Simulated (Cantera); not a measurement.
What does this Cantera script print?

```python
import numpy as np
import cantera as ct

gas = ct.Solution("gri30.yaml")
gas.TPX = 1275, 100000, {'CH4': 1, 'C2H6': 0.21, 'O2': 1.24, 'N2': 7.83}
reactor = ct.IdealGasReactor(gas, energy="on", clone=False)
net = ct.ReactorNet([reactor])
net.rtol, net.atol = 1e-08, 1e-16
show = ['CH4', 'C2H6', 'O2', 'C2H', 'NO2', 'H2O2']
times = np.geomspace(2e-06, 0.1, 15)

steps = ct.SolutionArray(gas, extra=["t"])
rows = []
print(f"{'t/s':>10s}{'T/K':>9s}{'P/Pa':>11s}" + "".join(f"{s:>11s}" for s in show))
for t in times:
    while net.time < t:
        t_next = net.step()
        steps.append(gas.state, t=t_next)
    rows.append([np.interp(t, steps.t, y) for y in (steps.T, steps.P, *steps(*show).X.T)])
    print(f"{t:10.3e}{rows[-1][0]:9.1f}{rows[-1][1]:11.4g}" + "".join(f"{x:11.3e}" for x in rows[-1][2:]))
rate = np.gradient(steps.T, steps.t)
print("integrator steps:", len(steps.t))
if steps.T.max() > steps.T[0] + 200:
    print(f"time of steepest temperature rise: {steps.t[rate.argmax()]:.4e} s")
gas.TPX = 1275, 100000, {'CH4': 1, 'C2H6': 0.21, 'O2': 1.24, 'N2': 7.83}
gas.equilibrate("UV")
print(f"equilibrium (UV): T = {gas.T:.1f} K  " + "  ".join(f"{s} {gas[s].X[0]:.3e}" for s in show))
```

Result:

```
       t/s      T/K       P/Pa        CH4       C2H6         O2        C2H        NO2       H2O2
 2.000e-06   1275.0      1e+05  9.728e-02  2.043e-02  1.206e-01  1.250e-27  4.894e-28  5.492e-12
 4.332e-06   1275.0      1e+05  9.728e-02  2.043e-02  1.206e-01  5.621e-26  1.596e-26  2.995e-11
 9.382e-06   1275.0      1e+05  9.728e-02  2.043e-02  1.206e-01  2.551e-24  7.193e-25  2.062e-10
 2.032e-05   1275.0      1e+05  9.728e-02  2.042e-02  1.206e-01  1.080e-22  4.176e-23  1.831e-09
 4.401e-05   1274.9      1e+05  9.728e-02  2.042e-02  1.206e-01  4.664e-21  2.472e-21  1.757e-08
 9.533e-05   1274.9  9.999e+04  9.727e-02  2.040e-02  1.206e-01  2.759e-19  1.430e-19  1.560e-07
 2.065e-04   1274.8  9.999e+04  9.725e-02  2.034e-02  1.206e-01  2.711e-17  1.021e-17  1.195e-06
 4.472e-04   1275.6  1.001e+05  9.700e-02  2.002e-02  1.203e-01  3.761e-15  1.041e-15  6.357e-06
 9.686e-04   1284.2  1.009e+05  9.512e-02  1.823e-02  1.183e-01  4.209e-13  6.989e-14  2.166e-05
 2.098e-03   2268.9  2.004e+05  2.103e-03  6.574e-07  2.167e-05  7.372e-06  4.518e-11  1.088e-09
 4.544e-03   2254.8  2.045e+05  1.008e-04  1.136e-09  3.340e-07  8.969e-08  2.867e-10  2.409e-10
 9.842e-03   2253.1  2.044e+05  4.982e-09  4.892e-17  3.697e-07  3.255e-12  3.078e-10  2.652e-10
 2.132e-02   2253.8  2.045e+05  1.917e-10  6.037e-21  3.747e-07  1.071e-16  1.569e-10  2.681e-10
 4.617e-02   2254.1  2.045e+05  1.685e-10  4.804e-21  3.764e-07  9.321e-17  7.820e-11  2.690e-10
 1.000e-01   2254.3  2.045e+05  1.637e-10  4.564e-21  3.772e-07  9.046e-17  4.727e-11  2.694e-10
integrator steps: 1893
time of steepest temperature rise: 2.0228e-03 s
equilibrium (UV): T = 2254.3 K  CH4 1.848e-10  C2H6 5.626e-21  O2 3.773e-07  C2H 1.015e-16  NO2 3.970e-11  H2O2 2.695e-10
```

Detailed kinetics in Cantera: GRI-Mech 3.0 (53 species, 325 reactions).
